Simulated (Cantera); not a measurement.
Feed: 1 mol V2O5, 250 mol H2, 53 mol N2, equilibrated at 1648.15 K and 52000 Pa.

Method: chemical equilibrium by Gibbs-energy minimisation in Cantera with the NASA 1993 tables (ideal gas, pure condensed phases). Candidate condensed phases: H2O, V, VN, VO, V2O3, V2O4, V2O5; 28 gas species. Condensed phases not in the tables: the oxides between V2O3 and V2O5 other than VO2. Rates play no part.

Base state: H2 0.818, N2 0.175, H2O 0.00660, H 0.000112 (mole fractions); condensed: V2O3(s).

What changes in the equilibrium state with this change: temperature from 1648.15 K to 2073.15 K?


| species | before | after |
|---|---|---|
| H2 | 0.818 | 0.812 |
| N2 | 0.175 | 0.175 |
| H2O | 0.00660 | 0.00986 |
| H | 0.000112 | 0.00329 |
| VO2 | 3.35e-8 | 2.45e-5 |
| VO | 4.54e-9 | 1.09e-5 |
| V2O3(s), mol | 1.000 | 0 |
| VO(l), mol | 0 | 1.99 |
VO: taken at fixed stoichiometry.
